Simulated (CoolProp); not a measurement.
A Linde-Hampson liquefier for CF4 (R14): isothermal reversible compression at 320 K from 1 atm to 20 MPa, throttling to 1 atm, return gas leaving the recuperator 5 K below the feed. Each further row changes one setting.

Computed with CoolProp (reference Helmholtz-energy equation of state, Platzer 1990). This equation is an older, rougher fit; its heat capacities, sound speeds and derivatives of the liquid may be far off and weren't checked against measurements.

```tsv
case	liquid yield per pass	compression work (kJ/kg of gas)
as stated	___	148
high pressure 40 MPa	___	___
warm-end temperature 350 K	0.160	___
warm-end gap 10 K	___	148
```

Question: Fill in the missing entries.

Answer: 
- as stated, liquid yield per pass: 0.214
- high pressure 40 MPa, liquid yield per pass: 0.242
- high pressure 40 MPa, compression work (kJ/kg of gas): 169
- warm-end temperature 350 K, compression work (kJ/kg of gas): 166
- warm-end gap 10 K, liquid yield per pass: 0.202
